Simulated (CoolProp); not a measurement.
A Linde-Hampson liquefier for nitrogen: isothermal reversible compression at 280 K from 1 atm to 15 MPa, throttling to 1 atm, return gas leaving the recuperator 10 K below the feed. Each further row changes one setting.

The numbers come from the reference Helmholtz-energy equation of state, Span 2000 in CoolProp.

```
case                        liquid yield per pass  compression work (kJ/kg of gas)
--------------------------  ---------------------  -------------------------------
as stated                                       ?                              413
high pressure 30 MPa                        0.086                                ?
warm-end temperature 310 K                  0.033                              461
warm-end gap 15 K                               ?                              413
```

What belongs in the gaps?


- as stated, liquid yield per pass: 0.052
- high pressure 30 MPa, compression work (kJ/kg of gas): 474
- warm-end gap 15 K, liquid yield per pass: 0.039
